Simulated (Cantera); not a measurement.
Input: 1 mol Al, 0.79 mol I₂, 30 mol H₂, at 0.0100 bar.

Method: chemical equilibrium by Gibbs-energy minimisation in Cantera with the NASA 1993 tables (ideal gas, pure condensed phases). Candidate condensed phases: Al, AlI₃, I₂; 11 gas species. Equilibrium is a limit: real reactors are often held back by kinetics, nucleation or transport.

Task: Which condensed phases are stable at each of these points (T (°C)): 475, 550, 625, 700, 775, 850, 925, 1000, 1075, 1150, 1225?

Result: 
```
T (°C)  condensed phases  Al condensed (%)
------  ----------------  ----------------
475                Al(s)              45.9
550                Al(s)              38.4
625                Al(s)               9.3
700             gas only               0.0
775             gas only               0.0
850             gas only               0.0
925             gas only               0.0
1000            gas only               0.0
1075            gas only               0.0
1150            gas only               0.0
1225            gas only               0.0
```

From 475 °C to 625 °C the condensed part is Al(s). From 700 °C to 1225 °C nothing is condensed.
